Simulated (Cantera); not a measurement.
Equilibrium for oxide etching and cleaning by halides: TiO₂ + HCl + O₂

Feed: 1 mol TiO₂, 94 mol HCl, 0.35 mol O₂, held at 133 Pa.

These are equilibrium values from Cantera (NASA tables, ideal gas, pure condensed phases), not measurements of a reactor. Candidate condensed phases: H₂O, Ti, TiCl₂, TiCl₃, TiCl₄, TiO, TiO₂, Ti₂O₃, Ti₃O₅, Ti₄O₇; 23 gas species. Condensed phases not in the tables: TiOCl. The numbers say what is thermodynamically allowed, not how fast it happens.

From 948 K to 1448 K the condensed part is TiO₂(rutile). The main Ti-bearing gas is TiCl₄ throughout.

```csv
T (K),x HCl,x Cl,x H₂O,x Cl₂,x H₂,x O₂,n TiO₂(rutile)
948,0.985,0.000398,0.00743,0.00723,1.14e-9,9.20e-6,1.000
998,0.985,0.000862,0.00741,0.00698,3.93e-9,1.81e-5,1.000
1048,0.984,0.00171,0.00738,0.00653,1.24e-8,3.10e-5,1.000
1098,0.984,0.00308,0.00735,0.00580,3.75e-8,4.53e-5,1.000
1148,0.983,0.00508,0.00733,0.00478,1.12e-7,5.40e-5,1.000
1198,0.982,0.00755,0.00733,0.00354,3.45e-7,5.02e-5,1.000
1248,0.980,0.0101,0.00735,0.00231,1.13e-6,3.47e-5,0.999
1298,0.979,0.0121,0.00738,0.00132,4.01e-6,1.78e-5,0.999
1348,0.978,0.0134,0.00740,0.000683,1.48e-5,7.29e-6,0.999
1398,0.978,0.0142,0.00741,0.000343,5.41e-5,2.70e-6,0.999
1448,0.977,0.0148,0.00741,0.000177,0.000185,1.02e-6,0.999
```
x: gas mole fraction; n: condensed amount in mol.
